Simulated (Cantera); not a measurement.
Charge: 1 mol SiH2Cl2, a varied amount of N2, held at 1248.15 K and 1430 Torr.

Method: chemical equilibrium by Gibbs-energy minimisation in Cantera with the NASA 1993 tables (ideal gas, pure condensed phases). Candidate condensed phases: NH4Cl, Si, Si3N4; 28 gas species. N2 is the only nitrogen source here; it is nearly inert below about 1500 K, so the nitride shown seldom forms there in practice. The tables' values for SiCl3 are old estimates; treat these amounts as uncertain. Equilibrium is a limit: real reactors are often held back by kinetics, nucleation or transport.

log p: log10 of the partial pressure in bar; n: condensed amount in mol.

```csv
n(N2) (mol),log p N2,log p HCl,log p H2,log p SiCl4,log p SiHCl3,log p SiCl3,n Si3N4(s)
9.9,0.20,-0.70,-1.16,-1.47,___,-3.45,0.265
30,0.25,-1.09,-1.70,-2.00,___,-3.87,0.278
51,0.26,-1.29,-1.97,-2.27,___,-4.07,0.283
72,0.27,-1.43,-2.14,-2.45,___,-4.21,0.287
92,0.27,-1.52,-2.27,-2.58,___,-4.30,0.289
110,0.27,-1.59,-2.37,-2.68,___,-4.37,0.291
130,0.27,-1.66,-2.46,-2.77,___,-4.44,0.293
150,0.27,-1.72,-2.53,-2.84,___,-4.50,0.294
170,0.27,-1.77,-2.60,-2.91,___,-4.55,0.295
200,0.27,-1.83,-2.69,-3.00,___,-4.61,0.297
```

**Question.** Complete the blanks.

**Answer.** 
- 9.9, log p SiHCl3: -3.38
- 30, log p SiHCl3: -4.06
- 51, log p SiHCl3: -4.40
- 72, log p SiHCl3: -4.62
- 92, log p SiHCl3: -4.79
- 110, log p SiHCl3: -4.90
- 130, log p SiHCl3: -5.02
- 150, log p SiHCl3: -5.11
- 170, log p SiHCl3: -5.19
- 200, log p SiHCl3: -5.30
